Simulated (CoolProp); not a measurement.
Vapour-liquid equilibrium of R1234ze(E) (1) + n-pentane (2) at 344.1 K; x and y are mole fractions of (1).

Computed with CoolProp (multi-fluid Helmholtz-energy mixture model, Thol 2016 and Thol 2019; pair parameters Bell 2016).

```csv
x,bubble pressure (MPa),y at the bubble point,dew pressure at overall composition x (MPa),liquid density (mol/L)
0.05,0.4222,0.316,?,?
0.15,0.6534,0.572,0.3417,8.023
0.25,?,0.681,0.3862,8.074
0.35,0.9954,0.744,0.4434,8.120
0.45,1.120,0.786,0.5194,8.161
0.55,1.225,0.819,0.6251,8.201
0.65,1.321,0.850,0.7795,8.246
0.75,1.413,0.882,1.013,8.304
0.85,1.506,0.921,1.321,8.389
0.95,1.600,0.970,1.566,8.519
```

**Question.** What belongs in the gaps?

**Answer.** 
- 0.05, dew pressure at overall composition x (MPa): 0.3061
- 0.05, liquid density (mol/L): 7.964
- 0.25, bubble pressure (MPa): 0.8427

No azeotrope shows between x = 0.05 and 0.95.

The pair parameters rest on a limited set of measurements; away from them the model extrapolates.
